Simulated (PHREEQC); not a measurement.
TMAH is added in steps, without added water, to 1 kg of water holding 0.032 mol/kgw KH2PO4, 0.18 mol/kgw H2SO4 and 0.0016 mol/kgw ZnSO4, at 25 °C. O2 is buffered at 0.21 atm. No CO2 enters from the air. Only these solids could form: Zn(OH)2-e, Zn4(OH)6SO4, Zn3(PO4)2:4w, Goslarite.

Base run: PHREEQC, ion-association model, wateq4f.dat. Each further column changes one thing. The table gives H2PO4- (mol/kgw).

```tsv
TMAH added (mol)	base	KH2PO4 from 0.032 to 0.016 mol/kgw	0.013 mol/kgw Na2CO3 added	no solid may form
0	0.00206	0.000966	0.00233	0.00206
0.044	0.00257	0.00119	0.00297	0.00257
0.088	0.00333	0.00153	0.00392	0.00333
0.11	0.00384	0.00176	0.00457	0.00384
0.154	0.00526	0.00239	0.00638	0.00526
0.198	0.00745	0.00339	0.00916	0.00745
0.242	0.0108	0.00494	0.0134	0.0108
0.286	0.0159	0.00741	0.0201	0.0159
0.33	0.0239	0.0115	0.0306	0.0239
0.352	0.0294	0.0145	0.0222	0.0294
0.396	2.14e-5	6.74e-8	4.81e-6	1.98e-5
0.44	2.42e-8	2.39e-9	2.37e-8	2.77e-8
```

The ionic strength passes 0.7 mol/kgw, the rough limit of the ion-association models, in part of: base; 0.013 mol/kgw Na2CO3 added; no solid may form. (CH3)4N+ isn't in the database: it is added as a free cation with an ion size of 4 Å. H3PO4, which wateq4f.dat lacks, is added to it with the constant of phreeqc.dat. The database has no phosphate complexes of Zn. The database's zinc carbonate complexes are estimates, stronger than later reviews accept. In at least one series the solution becomes supersaturated in solids that the run did not let form, among them Zn(OH)2-e, Zn4(OH)6SO4, Zn3(PO4)2:4w. Solids allowed in the column '0.013 mol/kgw Na2CO3 added': Zn(OH)2-e, Smithsonite, Zn4(OH)6SO4, Zn3(PO4)2:4w, Mirabilite, Goslarite, Nahcolite, Natron.
